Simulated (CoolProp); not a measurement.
Properties of isobutane along the isotherm 433 K (Tc = 407.8 K, pc = 36.29 bar, ω = 0.184).

The numbers come from the reference Helmholtz-energy equation of state, Bücker 2006 in CoolProp.

```tsv
p (bar)	phase	density (kg/m³)	cv (kJ/(kg K))	isothermal compressibility (1/MPa)	viscosity (µPa s)	fugacity coefficient
0.287	gas	0.4644	2.146	34.92	10.7	0.9978
0.464	gas	0.7518	2.147	21.63	10.7	0.9964
0.749	gas	1.216	2.147	13.43	10.7	0.9943
1.21	gas	1.972	2.148	8.343	10.7	0.9907
1.95	gas	3.196	2.150	5.208	10.7	0.9851
3.16	gas	5.230	2.153	3.246	10.7	0.9759
5.1	gas	8.578	2.158	2.045	10.7	0.9612
8.24	gas	14.24	2.166	1.303	10.8	0.9375
13.3	gas	24.11	2.181	[?]	[?]	[?]
21.5	gas	[?]	[?]	0.5885	11.6	0.8396
34.8	gas	85.04	2.275	0.4893	13.5	0.7431
56.2	supercritical	266.7	2.367	[?]	30.3	0.5859
90.7	supercritical	[?]	2.281	0.03654	[?]	0.4297
```

Q: What belongs in the gaps?

A: 
- 13.3, isothermal compressibility (1/MPa): 0.8517
- 13.3, viscosity (µPa s): 11.0
- 13.3, fugacity coefficient: 0.8998
- 21.5, density (kg/m³): 42.68
- 21.5, cv (kJ/(kg K)): 2.210
- 56.2, isothermal compressibility (1/MPa): 0.3040
- 90.7, density (kg/m³): 369.3
- 90.7, viscosity (µPa s): 50.2

Viscosity comes from a separate model (Vogel 2000).
